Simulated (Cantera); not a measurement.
Adiabatic ignition

An adiabatic, constant-volume homogeneous reactor starts with CH4 : O2 : N2 = 1 : 1.82 : 6.84 (molar parts), at 1473 K and 0.987 atm.

Model: GRI-Mech 3.0 (53 species, 325 reactions), integrated in Cantera.

```tsv
t (s)	T (K)	P (bar)	x CH4	x O2	x HO2	x C2H6	x CH2CO	x CH2O	x NO
8.00e-6	1473	1.000	0.104	0.188	4.53e-7	3.61e-11	<1e-12	1.69e-8	<1e-12
1.92e-5	1473	1.000	0.104	0.188	1.04e-6	5.69e-10	<1e-12	1.07e-7	<1e-12
4.60e-5	1473	1.000	0.104	0.188	2.27e-6	1.02e-8	<1e-12	7.28e-7	<1e-12
0.000110	1473	1.000	0.103	0.188	4.16e-6	2.37e-7	2.62e-12	5.78e-6	<1e-12
0.000265	1473	1.00	0.103	0.188	5.23e-6	7.20e-6	6.67e-10	5.14e-5	<1e-12
0.000635	1477	1.00	0.103	0.188	1.13e-5	0.000143	1.33e-7	0.000388	<1e-12
0.00152	1968	1.39	0.0374	0.125	0.000336	0.000514	0.00110	0.00283	5.08e-8
0.00365	2915	2.11	<1e-12	0.0143	7.05e-6	<1e-12	<1e-12	1.37e-9	0.0103
0.00876	2915	2.11	<1e-12	0.0143	7.05e-6	<1e-12	<1e-12	1.37e-9	0.0103
0.0210	2915	2.11	<1e-12	0.0143	7.05e-6	<1e-12	<1e-12	1.37e-9	0.0103
0.0504	2915	2.11	<1e-12	0.0143	7.05e-6	<1e-12	<1e-12	1.37e-9	0.0103
0.121	2915	2.11	<1e-12	0.0143	7.05e-6	<1e-12	<1e-12	1.37e-9	0.0103
0.290	2915	2.11	<1e-12	0.0143	7.05e-6	<1e-12	<1e-12	1.37e-9	0.0103
0.695	2915	2.11	<1e-12	0.0143	7.05e-6	<1e-12	<1e-12	1.37e-9	0.0103
1.67	2915	2.11	<1e-12	0.0143	7.05e-6	<1e-12	<1e-12	1.37e-9	0.0103
4.00	2915	2.11	<1e-12	0.0143	7.05e-6	<1e-12	<1e-12	1.37e-9	0.0103
```
x: mole fraction; the columns are a selection and need not sum to one.

```yaml
time_of_steepest_temperature_rise: 1.53 ms
temperature at 4.00 s: 2915 K
equilibrium_temperature: 2915 K
x(CH4) at 4.00 s: <1e-12 (gas-phase equilibrium <1e-12)
x(O2) at 4.00 s: 0.0143 (gas-phase equilibrium 0.0143)
x(HO2) at 4.00 s: 7.05e-6 (gas-phase equilibrium 7.05e-6)
```
